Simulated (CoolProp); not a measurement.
Vapour pressure (kPa) of n-undecane: the reference equation beside estimates from Tc = 638.8 K, pc = 1990 kPa, ω = 0.539.

Values from CoolProp's reference Helmholtz-energy equation of state, Aleksandrov 2011. It is a short technical equation, of lower accuracy than the large ones.

```json
[
 {"T (K)": "368.5", "reference": "(withheld)", "Lee-Kesler": "3.443", "van der Waals": "137.3", "Soave-Redlich-Kwong": "3.454"},
 {"T (K)": "393.2", "reference": "(withheld)", "Lee-Kesler": "9.713", "van der Waals": "(withheld)", "Soave-Redlich-Kwong": "9.724"},
 {"T (K)": "418", "reference": "(withheld)", "Lee-Kesler": "23.64", "van der Waals": "280.3", "Soave-Redlich-Kwong": "23.63"},
 {"T (K)": "442.7", "reference": "50.80", "Lee-Kesler": "50.70", "van der Waals": "379.0", "Soave-Redlich-Kwong": "50.68"},
 {"T (K)": "467.5", "reference": "97.81", "Lee-Kesler": "98.60", "van der Waals": "(withheld)", "Soave-Redlich-Kwong": "98.75"},
 {"T (K)": "492.2", "reference": "173.5", "Lee-Kesler": "(withheld)", "van der Waals": "639.9", "Soave-Redlich-Kwong": "177.0"},
 {"T (K)": "517", "reference": "289.2", "Lee-Kesler": "294.7", "van der Waals": "804.9", "Soave-Redlich-Kwong": "297.6"},
 {"T (K)": "541.7", "reference": "(withheld)", "Lee-Kesler": "465.7", "van der Waals": "993.7", "Soave-Redlich-Kwong": "472.5"}
]
```

Question: Complete the blanks.

Answer: 
- 368.5, reference: 3.602
- 393.2, reference: 10.01
- 393.2, van der Waals: 200.1
- 418, reference: 23.99
- 467.5, van der Waals: 498.7
- 492.2, Lee-Kesler: 176.1
- 541.7, reference: 456.4

Absolute difference from the reference over all 8 rows, mean and median: Lee-Kesler 1.9 and 1.7 %, van der Waals 1037.5 and 528.0 %, Soave-Redlich-Kwong 2.3 and 2.4 %.
